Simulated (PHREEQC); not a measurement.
## Brackish or sea water: an equilibrium model

A made-up water analysis in mg/L, 25 °C, pH 8.32, pe 9.3:

```tsv
constituent	mg/L
Na	6270
K	113
Ca	1220
Mg	686
Cl	13400
S(6) as SO4	1690
Alkalinity as HCO3	11.8
Si as SiO2	90.1
Li	53.6
B	1.22
```

Cl is adjusted to close the charge balance.
Valence states are taken as typed.

Model: ion-association model, phreeqc.dat, run in PHREEQC.

Precipitation was switched off in this run.

What activity of water, density, specific conductance does the model give?

activity of water 0.987; density 1.014 g/cm³; specific conductance 34800 µS/cm.

In which forms is K present?

K+ 99 %, KSO4- 1.3 % of the K.

The solution is supersaturated, for example in Quartz (slow to form), Chalcedony (slow to form), so a real one may precipitate; this is no full list. Complexes and solids missing from the database can't appear.
